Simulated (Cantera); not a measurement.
What does this Cantera script print?

```python
import numpy as np
import cantera as ct

gas = ct.Solution("gri30.yaml")
gas.TPX = 400, 43000, {'CH4': 1, 'C2H6': 0.31, 'C3H8': 0.11, 'O2': 3.91, 'N2': 14.7, 'H2': 0.98}
flame = ct.FreeFlame(gas, width=0.072)
flame.set_refine_criteria(ratio=3, slope=0.08, curve=0.16)
flame.transport_model = "mixture-averaged"
flame.solve(loglevel=0, auto=True)
z, T = flame.grid, flame.T
thick = (T[-1] - T[0]) / np.gradient(T, z).max()
show = ['CH4', 'C2H6', 'C3H8', 'NO', 'C2H', 'OH']
print(f"laminar burning velocity  {flame.velocity[0] * 100:.3f} cm/s")
print(f"burnt temperature         {T[-1]:.1f} K")
print(f"thermal thickness         {thick * 1e3:.4f} mm")
print(f"grid points               {len(z)}")
z0 = z[flame.heat_release_rate.argmax()]
print(f"{'z/mm':>9s}{'T/K':>9s}{'u/(m/s)':>9s}" + "".join(f"{s:>11s}" for s in show))
rows = []
for k in (-3, -2, -1.5, -1, -0.5, -0.25, 0, 0.25, 0.5, 1, 2, 4, 8):
    zz = z0 + k * thick
    rows.append([k * thick, np.interp(zz, z, T), np.interp(zz, z, flame.velocity),
                 *(np.interp(zz, z, flame.X[gas.species_index(s)]) for s in show)])
    print(f"{rows[-1][0] * 1e3:9.3f}{rows[-1][1]:9.1f}{rows[-1][2]:9.3f}" + "".join(f"{x:11.3e}" for x in rows[-1][3:]))
```

Result:

```
laminar burning velocity  102.146 cm/s
burnt temperature         2296.8 K
thermal thickness         0.6506 mm
grid points               152
     z/mm      T/K  u/(m/s)        CH4       C2H6       C3H8         NO        C2H         OH
   -1.952    400.0    1.021  4.760e-02  1.476e-02  5.236e-03  1.441e-11  5.086e-30  2.432e-13
   -1.301    400.6    1.023  4.760e-02  1.476e-02  5.237e-03  2.690e-10  9.286e-27  2.667e-11
   -0.976    403.2    1.029  4.757e-02  1.476e-02  5.238e-03  1.917e-09  2.375e-24  9.537e-10
   -0.651    437.3    1.117  4.690e-02  1.468e-02  5.223e-03  3.655e-08  1.469e-19  3.791e-07
   -0.325    802.6    2.072  3.852e-02  1.203e-02  4.199e-03  8.797e-07  3.010e-12  3.673e-05
   -0.163   1241.1    3.256  2.512e-02  5.885e-03  1.573e-03  2.505e-06  6.025e-09  3.366e-04
    0.000   1650.4    4.392  8.047e-03  4.636e-04  5.059e-05  5.640e-06  4.571e-07  2.411e-03
    0.163   1825.2    4.873  9.330e-04  2.866e-06  5.444e-08  9.996e-06  5.229e-07  6.367e-03
    0.325   1869.6    4.981  5.544e-05  4.019e-09  7.183e-12  1.325e-05  4.805e-08  8.765e-03
    0.651   1906.5    5.053  2.108e-07  6.623e-14  4.530e-18  1.647e-05  1.271e-10  9.856e-03
    1.301   1953.2    5.152  3.941e-11  1.891e-19  6.066e-25  2.008e-05  1.528e-14  1.002e-02
    2.603   2013.9    5.289  1.825e-15  1.204e-24  9.147e-32  2.596e-05  4.831e-19  9.814e-03
    5.205   2088.5    5.458  1.984e-16  1.181e-28  4.987e-43  3.661e-05  6.870e-23  9.189e-03
```

Computed with Cantera and GRI-Mech 3.0 (53 species, 325 reactions). Burning velocities carry a grid error of a few per cent, more on coarse grids.
